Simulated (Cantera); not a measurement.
A freely propagating, adiabatic, planar premixed flame of 33.5 % H₂, 14.0 % O₂, 52.6 % N₂, equivalence ratio 1.2, unburnt at 600 K and 0.336 atm; mixture-averaged transport, grid criteria slope 0.08 and curve 0.16, no radiation.

Detailed kinetics in Cantera: the H2/O2 subset of GRI-Mech 3.0, which has no nitrogen chemistry. Burning velocities carry a grid error of a few per cent, more on coarse grids.

x: mole fraction of selected species; z is measured from the peak of heat release.

```json
[
 {"z (mm)": "-5.72", "T (K)": "600", "u (m/s)": "7.36", "x H₂": "0.335", "x O₂": "0.140", "x OH": "<1e-8", "x HO₂": "<1e-8", "x H": "<1e-8", "x H₂O": "<1e-8"},
 {"z (mm)": "-3.81", "T (K)": "600", "u (m/s)": "7.36", "x H₂": "0.335", "x O₂": "0.140", "x OH": "<1e-8", "x HO₂": "<1e-8", "x H": "<1e-8", "x H₂O": "<1e-8"},
 {"z (mm)": "-2.86", "T (K)": "600", "u (m/s)": "7.36", "x H₂": "0.335", "x O₂": "0.140", "x OH": "<1e-8", "x HO₂": "<1e-8", "x H": "<1e-8", "x H₂O": "<1e-8"},
 {"z (mm)": "-1.91", "T (K)": "600", "u (m/s)": "7.36", "x H₂": "0.335", "x O₂": "0.140", "x OH": "<1e-8", "x HO₂": "2.97e-7", "x H": "7.19e-8", "x H₂O": "1.66e-8"},
 {"z (mm)": "-0.953", "T (K)": "607", "u (m/s)": "7.44", "x H₂": "0.333", "x O₂": "0.140", "x OH": "2.84e-5", "x HO₂": "0.000100", "x H": "0.000209", "x H₂O": "0.000370"},
 {"z (mm)": "-0.477", "T (K)": "(withheld)", "u (m/s)": "9.04", "x H₂": "0.310", "x O₂": "0.136", "x OH": "0.000464", "x HO₂": "7.84e-5", "x H": "0.00776", "x H₂O": "0.0123"},
 {"z (mm)": "0", "T (K)": "(withheld)", "u (m/s)": "13.7", "x H₂": "0.179", "x O₂": "0.0898", "x OH": "0.00351", "x HO₂": "3.16e-5", "x H": "0.0623", "x H₂O": "0.110"},
 {"z (mm)": "0.477", "T (K)": "(withheld)", "u (m/s)": "17.0", "x H₂": "0.0780", "x O₂": "0.0289", "x OH": "0.00913", "x HO₂": "9.52e-6", "x H": "0.0945", "x H₂O": "0.219"},
 {"z (mm)": "0.953", "T (K)": "(withheld)", "u (m/s)": "18.3", "x H₂": "0.0697", "x O₂": "0.0201", "x OH": "0.0117", "x HO₂": "5.86e-6", "x H": "0.0879", "x H₂O": "0.235"},
 {"z (mm)": "1.91", "T (K)": "(withheld)", "u (m/s)": "19.8", "x H₂": "0.0725", "x O₂": "0.0170", "x OH": "0.0141", "x HO₂": "4.27e-6", "x H": "0.0736", "x H₂O": "0.243"},
 {"z (mm)": "3.81", "T (K)": "1899", "u (m/s)": "21.3", "x H₂": "0.0746", "x O₂": "0.0141", "x OH": "0.0161", "x HO₂": "3.03e-6", "x H": "0.0582", "x H₂O": "0.252"},
 {"z (mm)": "7.62", "T (K)": "2060", "u (m/s)": "22.8", "x H₂": "0.0748", "x O₂": "0.0109", "x OH": "0.0171", "x HO₂": "2.09e-6", "x H": "0.0437", "x H₂O": "0.264"},
 {"z (mm)": "15.2", "T (K)": "2213", "u (m/s)": "24.2", "x H₂": "0.0734", "x O₂": "0.00781", "x OH": "0.0166", "x HO₂": "1.44e-6", "x H": "0.0310", "x H₂O": "0.277"}
]
```

Complete the blanks.


- -0.477, T (K): 747
- 0, T (K): 1169
- 0.477, T (K): 1469
- 0.953, T (K): 1597
- 1.91, T (K): 1741
